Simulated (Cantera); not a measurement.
Input (Python, Cantera) and output of one run.

```python
import numpy as np
import cantera as ct

gas_names = """
    CL CL2 N N2 Si SiCL SiCL2 SiCL3 SiCL4 SiN Si2 Si2N Si3
""".split()
cond_names = """
    Si(cr) Si(L) Si3N4(a)
""".split()


# ... load() reads the species with a 1 bar reference pressure and builds the phases ...
atoms = {
    'Si2Cl6': {'Si': 2, 'CL': 6},
    'Cl2': {'CL': 2},
    'N2': {'N': 2},
}
top_T = {'Si3N4(a)': 2400}  # K; cautious upper limits of use, not melting points


# ... equilibrate(T, P, feed) seeds the gas with the atoms and calls Mixture.equilibrate('TP', solver="vcs", rtol=1e-11, max_steps=5000) ...
results = []
P = 160  # Pa
for T in [925, 975, 1025, 1075, 1125, 1175, 1225, 1275, 1325, 1375]:
    for m in [0.12, 0.14, 0.17, 0.21, 0.26, 0.32, 0.39, 0.48, 0.59, 0.72, 0.88]:
        feed = {'Si2Cl6': 1, 'Cl2': m, 'N2': 88}  # mol
        mix = equilibrate(T, P, feed)
        results.append((T, P, feed, dict(zip(mix.species_names, mix.species_moles))))

for T, P, feed, n in results:
    print(f"{T:7g} {feed['Cl2']:10.4g}  " + (" + ".join(c for c in cond_names if n.get(c, 0) > 1e-12) or "gas only"))
```

It prints:

```
    925       0.12  Si3N4(a)
    925       0.14  Si3N4(a)
    925       0.17  Si3N4(a)
    925       0.21  Si3N4(a)
    925       0.26  Si3N4(a)
    925       0.32  Si3N4(a)
    925       0.39  Si3N4(a)
    925       0.48  Si3N4(a)
    925       0.59  Si3N4(a)
    925       0.72  Si3N4(a)
    925       0.88  Si3N4(a)
    975       0.12  Si3N4(a)
    975       0.14  Si3N4(a)
    975       0.17  Si3N4(a)
    975       0.21  Si3N4(a)
    975       0.26  Si3N4(a)
    975       0.32  Si3N4(a)
    975       0.39  Si3N4(a)
    975       0.48  Si3N4(a)
    975       0.59  Si3N4(a)
    975       0.72  Si3N4(a)
    975       0.88  Si3N4(a)
   1025       0.12  Si3N4(a)
   1025       0.14  Si3N4(a)
   1025       0.17  Si3N4(a)
   1025       0.21  Si3N4(a)
   1025       0.26  Si3N4(a)
   1025       0.32  Si3N4(a)
   1025       0.39  Si3N4(a)
   1025       0.48  Si3N4(a)
   1025       0.59  Si3N4(a)
   1025       0.72  Si3N4(a)
   1025       0.88  Si3N4(a)
   1075       0.12  Si3N4(a)
   1075       0.14  Si3N4(a)
   1075       0.17  Si3N4(a)
   1075       0.21  Si3N4(a)
   1075       0.26  Si3N4(a)
   1075       0.32  Si3N4(a)
   1075       0.39  Si3N4(a)
   1075       0.48  Si3N4(a)
   1075       0.59  Si3N4(a)
   1075       0.72  Si3N4(a)
   1075       0.88  Si3N4(a)
   1125       0.12  Si3N4(a)
   1125       0.14  Si3N4(a)
   1125       0.17  Si3N4(a)
   1125       0.21  Si3N4(a)
   1125       0.26  Si3N4(a)
   1125       0.32  Si3N4(a)
   1125       0.39  Si3N4(a)
   1125       0.48  Si3N4(a)
   1125       0.59  Si3N4(a)
   1125       0.72  Si3N4(a)
   1125       0.88  Si3N4(a)
   1175       0.12  Si3N4(a)
   1175       0.14  Si3N4(a)
   1175       0.17  Si3N4(a)
   1175       0.21  Si3N4(a)
   1175       0.26  Si3N4(a)
   1175       0.32  Si3N4(a)
   1175       0.39  Si3N4(a)
   1175       0.48  Si3N4(a)
   1175       0.59  Si3N4(a)
   1175       0.72  Si3N4(a)
   1175       0.88  gas only
   1225       0.12  Si3N4(a)
   1225       0.14  Si3N4(a)
   1225       0.17  Si3N4(a)
   1225       0.21  Si3N4(a)
   1225       0.26  Si3N4(a)
   1225       0.32  Si3N4(a)
   1225       0.39  Si3N4(a)
   1225       0.48  Si3N4(a)
   1225       0.59  Si3N4(a)
   1225       0.72  gas only
   1225       0.88  gas only
   1275       0.12  Si3N4(a)
   1275       0.14  Si3N4(a)
   1275       0.17  Si3N4(a)
   1275       0.21  Si3N4(a)
   1275       0.26  gas only
   1275       0.32  gas only
   1275       0.39  gas only
   1275       0.48  gas only
   1275       0.59  gas only
   1275       0.72  gas only
   1275       0.88  gas only
   1325       0.12  gas only
   1325       0.14  gas only
   1325       0.17  gas only
   1325       0.21  gas only
   1325       0.26  gas only
   1325       0.32  gas only
   1325       0.39  gas only
   1325       0.48  gas only
   1325       0.59  gas only
   1325       0.72  gas only
   1325       0.88  gas only
   1375       0.12  gas only
   1375       0.14  gas only
   1375       0.17  gas only
   1375       0.21  gas only
   1375       0.26  gas only
   1375       0.32  gas only
   1375       0.39  gas only
   1375       0.48  gas only
   1375       0.59  gas only
   1375       0.72  gas only
   1375       0.88  gas only
```

These are equilibrium values from Cantera (NASA tables, ideal gas, pure condensed phases), not measurements of a reactor. The feed counts by its element totals alone. N2 is the only nitrogen source here; it is nearly inert below about 1500 K, so the nitride shown seldom forms there in practice. The tables' values for SiCl3 are old estimates.
